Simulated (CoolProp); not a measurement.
Vapour-liquid equilibrium of R125 (1) + R115 (2) at 291.9 K; x and y are mole fractions of (1).

Values from CoolProp's multi-fluid Helmholtz-energy mixture model, Lemmon 2005 and Lemmon 2016; pair parameters Bell 2016.

Give the bubble pressure and the first vapour's composition at x = 0.05, 0.2, 0.35. Is there an azeotrope?

x = 0.05: 814.0 kPa, y = 0.094; x = 0.2: 936.2 kPa, y = 0.304; x = 0.35: 1027 kPa, y = 0.454. y crosses x between x = 0.8 and 0.95: the model has an azeotrope there.

The pair parameters rest on a limited set of measurements; away from them the model extrapolates.
